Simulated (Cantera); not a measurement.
A Cantera script and what it prints.

```python
import numpy as np
import cantera as ct

gas_names = [...]  # 151 gases of nasa_gas.yaml made of C, H, N, O, Si
cond_names = """
    C(gr) C6H6(L) C7H8(L) C8H18(L),n-octa H2O(s) H2O(L) Si(cr) Si(L) SiC(b) SiO2(Lqz) SiO2(hqz) SiO2(L)
    Si2N2O(s) Si3N4(a)
""".split()


# ... load() reads the species with a 1 bar reference pressure and builds the phases ...
atoms = {
    'SiH4': {'Si': 1, 'H': 4},
    'CO2': {'C': 1, 'O': 2},
    'N2': {'N': 2},
}
top_T = {'C(gr)': 4500, 'SiC(b)': 3050, 'Si2N2O(s)': 2100, 'Si3N4(a)': 2400}  # K; cautious upper limits of use, not melting points


# ... equilibrate(T, P, feed) seeds the gas with the atoms and calls Mixture.equilibrate('TP', solver="vcs", rtol=1e-11, max_steps=5000) ...
results = []
feed = {'SiH4': 1, 'CO2': 12, 'N2': 3.6}  # mol
P = 65000  # Pa
for T in [1498, 1548, 1598, 1648, 1698, 1748, 1798]:
    mix = equilibrate(T, P, feed)
    results.append((T, P, feed, dict(zip(mix.species_names, mix.species_moles))))
    x = sorted(zip(gas.X, gas.species_names), reverse=True)
    print(f"T = {T:g} K  P = {P:g} Pa  gas = {mix.phase_moles(0):.4g} mol")
    print("   x: " + "  ".join(f"{s} {v:.3e}" for v, s in x if v > 1e-06))
    print("   condensed (mol): " + ("  ".join(f"{mix.phase(i).name} {mix.phase_moles(i):.4g}"
          for i in range(1, mix.n_phases) if mix.phase_moles(i) > 1e-12) or "none"))
```

It prints:

```
T = 1498 K  P = 65000 Pa  gas = 17.6 mol
   x: CO2 4.713e-01  CO 2.105e-01  N2 2.045e-01  H2O 9.686e-02  H2 1.677e-02  H 2.760e-06
   condensed (mol): SiO2(hqz) 1
T = 1548 K  P = 65000 Pa  gas = 17.6 mol
   x: CO2 4.703e-01  CO 2.115e-01  N2 2.045e-01  H2O 9.785e-02  H2 1.578e-02  H 4.798e-06
   condensed (mol): SiO2(hqz) 1
T = 1598 K  P = 65000 Pa  gas = 17.6 mol
   x: CO2 4.694e-01  CO 2.124e-01  N2 2.045e-01  H2O 9.873e-02  H2 1.490e-02  H 8.060e-06  OH 2.079e-06
   condensed (mol): SiO2(hqz) 1
T = 1648 K  P = 65000 Pa  gas = 17.6 mol
   x: CO2 4.687e-01  CO 2.131e-01  N2 2.045e-01  H2O 9.950e-02  H2 1.412e-02  H 1.313e-05  OH 4.155e-06
   condensed (mol): SiO2(hqz) 1
T = 1698 K  P = 65000 Pa  gas = 17.6 mol
   x: CO2 4.680e-01  CO 2.138e-01  N2 2.045e-01  H2O 1.002e-01  H2 1.343e-02  H 2.078e-05  OH 7.972e-06
   condensed (mol): SiO2(L) 1
T = 1748 K  P = 65000 Pa  gas = 17.6 mol
   x: CO2 4.673e-01  CO 2.145e-01  N2 2.045e-01  H2O 1.008e-01  H2 1.281e-02  H 3.207e-05  OH 1.473e-05  NO 1.230e-06
   condensed (mol): SiO2(L) 1
T = 1798 K  P = 65000 Pa  gas = 17.6 mol
   x: CO2 4.668e-01  CO 2.150e-01  N2 2.045e-01  H2O 1.013e-01  H2 1.225e-02  H 4.833e-05  OH 2.629e-05  NO 2.491e-06
   condensed (mol): SiO2(L) 1
```

Cantera equilibrium calculation (NASA polynomials, part measured and part estimated; ideal gas, pure solids and liquids). The tables hold silica as quartz up to 1696 K and as liquid above; real silica turns to tridymite and cristobalite and melts near 1996 K. Gases not in the tables: Si(OH)4.
